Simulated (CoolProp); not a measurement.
Vapour-liquid equilibrium of isohexane (1) + ethanol (2) at 0.7 MPa; x and y are mole fractions of (1).

Model: multi-fluid Helmholtz-energy mixture model, Lemmon 2006 and Schroeder 2014; pair parameters Bell 2016, in CoolProp.

```json
[
 {"x": "0.05", "bubble temperature (°C)": "132.2", "y at the bubble point": "0.155", "dew temperature at overall composition x (°C)": "?", "liquid density (mol/L)": "13.77"},
 {"x": "0.2", "bubble temperature (°C)": "124.0", "y at the bubble point": "0.393", "dew temperature at overall composition x (°C)": "130.7", "liquid density (mol/L)": "11.78"},
 {"x": "0.35", "bubble temperature (°C)": "121.3", "y at the bubble point": "0.481", "dew temperature at overall composition x (°C)": "125.5", "liquid density (mol/L)": "10.15"},
 {"x": "0.5", "bubble temperature (°C)": "120.6", "y at the bubble point": "0.529", "dew temperature at overall composition x (°C)": "120.9", "liquid density (mol/L)": "8.860"},
 {"x": "0.65", "bubble temperature (°C)": "120.8", "y at the bubble point": "0.578", "dew temperature at overall composition x (°C)": "122.6", "liquid density (mol/L)": "?"},
 {"x": "0.8", "bubble temperature (°C)": "?", "y at the bubble point": "0.663", "dew temperature at overall composition x (°C)": "128.3", "liquid density (mol/L)": "?"},
 {"x": "0.95", "bubble temperature (°C)": "131.1", "y at the bubble point": "0.867", "dew temperature at overall composition x (°C)": "?", "liquid density (mol/L)": "6.374"}
]
```

Question: Some entries are withheld; supply them.

Answer: 
- 0.05, dew temperature at overall composition x (°C): 135.6
- 0.65, liquid density (mol/L): 7.859
- 0.8, bubble temperature (°C): 123.0
- 0.8, liquid density (mol/L): 7.066
- 0.95, dew temperature at overall composition x (°C): 134.7

y crosses x between x = 0.5 and 0.65: the model has an azeotrope there.

Pair parameters are fitted to limited data, so mixtures are less certain than the pure fluids.
